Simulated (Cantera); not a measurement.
Cantera run:

```python
import numpy as np
import cantera as ct

gas_names = """
    B BF BF2 BF3 BH BHF2 BH2 BH3 BO BOF BOF2 BO2 B2 B2O B2O2 B2O3 B3O3F3 B3O3H3 F FO FO2 F2 F2O H HBO
    HBO2 HF HOF HO2 H2 H2F2 H2O H2O2 H3B3O6 H3F3 H4F4 H5F5 H6F6 H7F7 O OH O2 O3
""".split()
cond_names = """
    B(b) B(L) B2O3(L) B3O3H3(cr) H2O(s) H2O(L)
""".split()


# ... load() reads the species with a 1 bar reference pressure and builds the phases ...
atoms = {
    'B2O3': {'B': 2, 'O': 3},
    'HF': {'H': 1, 'F': 1},
}
top_T = {}  # K; cautious upper limits of use, not melting points


# ... equilibrate(T, P, feed) seeds the gas with the atoms and calls Mixture.equilibrate('TP', solver="vcs", rtol=1e-11, max_steps=5000) ...
results = []
feed = {'B2O3': 1, 'HF': 5.1}  # mol
P = 7400  # Pa
for T in [848, 948, 1048, 1148, 1248, 1348, 1448, 1548, 1648, 1748]:
    mix = equilibrate(T, P, feed)
    results.append((T, P, feed, dict(zip(mix.species_names, mix.species_moles))))
    x = sorted(zip(gas.X, gas.species_names), reverse=True)
    print(f"T = {T:g} K  P = {P:g} Pa  gas = {mix.phase_moles(0):.4g} mol")
    print("   x: " + "  ".join(f"{s} {v:.3e}" for v, s in x if v > 1e-06))
    print("   condensed (mol): " + ("  ".join(f"{mix.phase(i).name} {mix.phase_moles(i):.4g}"
          for i in range(1, mix.n_phases) if mix.phase_moles(i) > 1e-12) or "none"))
```

Output:

```
T = 848 K  P = 7400 Pa  gas = 4.377 mol
   x: H2O 4.777e-01  BF3 3.007e-01  HF 1.918e-01  B3O3F3 2.373e-02  H3B3O6 6.012e-03  BOF 3.127e-06  HBO2 1.507e-06
   condensed (mol): B2O3(L) 0.1466
T = 948 K  P = 7400 Pa  gas = 4.429 mol
   x: H2O 4.455e-01  BF3 2.734e-01  HF 2.515e-01  B3O3F3 2.658e-02  H3B3O6 2.965e-03  BOF 5.141e-05  HBO2 2.032e-05
   condensed (mol): B2O3(L) 0.1981
T = 1048 K  P = 7400 Pa  gas = 4.48 mol
   x: H2O 4.119e-01  HF 3.098e-01  BF3 2.481e-01  B3O3F3 2.796e-02  H3B3O6 1.587e-03  BOF 4.851e-04  HBO2 1.611e-04
   condensed (mol): B2O3(L) 0.2443
T = 1148 K  P = 7400 Pa  gas = 4.534 mol
   x: H2O 3.785e-01  HF 3.641e-01  BF3 2.245e-01  B3O3F3 2.809e-02  BOF 3.039e-03  H3B3O6 9.058e-04  HBO2 8.653e-04  H2 4.271e-06  O2 1.790e-06  BOF2 1.096e-06
   condensed (mol): B2O3(L) 0.2851
T = 1248 K  P = 7400 Pa  gas = 4.615 mol
   x: HF 4.100e-01  H2O 3.450e-01  BF3 2.001e-01  B3O3F3 2.699e-02  BOF 1.391e-02  HBO2 3.460e-03  H3B3O6 5.416e-04  H2 1.624e-05  O2 6.724e-06  BOF2 4.065e-06  OH 1.501e-06
   condensed (mol): B2O3(L) 0.3076
T = 1348 K  P = 7400 Pa  gas = 4.781 mol
   x: HF 4.375e-01  H2O 3.086e-01  BF3 1.692e-01  BOF 4.924e-02  B3O3F3 2.410e-02  HBO2 1.095e-02  H3B3O6 3.302e-04  H2 4.966e-05  O2 2.035e-05  BOF2 1.176e-05  B2O3 9.027e-06  OH 5.997e-06
   condensed (mol): B2O3(L) 0.2763
T = 1448 K  P = 7400 Pa  gas = 5.163 mol
   x: HF 4.264e-01  H2O 2.660e-01  BOF 1.372e-01  BF3 1.231e-01  HBO2 2.850e-02  B3O3F3 1.822e-02  H3B3O6 1.981e-04  H2 1.258e-04  B2O3 9.718e-05  O2 5.117e-05  BOF2 2.589e-05  OH 1.912e-05  BO2 2.541e-06
   condensed (mol): B2O3(L) 0.1111
T = 1548 K  P = 7400 Pa  gas = 5.622 mol
   x: HF 4.385e-01  BOF 2.267e-01  H2O 2.146e-01  BF3 7.615e-02  HBO2 3.873e-02  B3O3F3 4.478e-03  B2O3 2.930e-04  H2 2.663e-04  O2 1.091e-04  OH 4.974e-05  BOF2 3.785e-05  H3B3O6 2.674e-05  BO2 1.104e-05  H 1.847e-06  BF2 1.071e-06
   condensed (mol): none
T = 1648 K  P = 7400 Pa  gas = 5.846 mol
   x: HF 4.809e-01  BOF 2.619e-01  H2O 1.776e-01  BF3 4.260e-02  HBO2 3.515e-02  B3O3F3 5.405e-04  H2 5.140e-04  B2O3 3.720e-04  O2 2.126e-04  OH 1.152e-04  BOF2 4.213e-05  BO2 2.788e-05  H 7.422e-06  BF2 2.678e-06  H3B3O6 1.560e-06  O 1.357e-06
   condensed (mol): none
T = 1748 K  P = 7400 Pa  gas = 5.971 mol
   x: HF 5.084e-01  BOF 2.796e-01  H2O 1.556e-01  HBO2 3.223e-02  BF3 2.193e-02  H2 9.470e-04  B2O3 4.431e-04  O2 3.905e-04  OH 2.478e-04  B3O3F3 6.946e-05  BO2 6.246e-05  BOF2 4.186e-05  H 2.585e-05  BF2 5.389e-06  O 5.326e-06  F 1.769e-06
   condensed (mol): none
```

Cantera equilibrium calculation (NASA polynomials, part measured and part estimated; ideal gas, pure solids and liquids). Gases not in the tables: H3BO3.
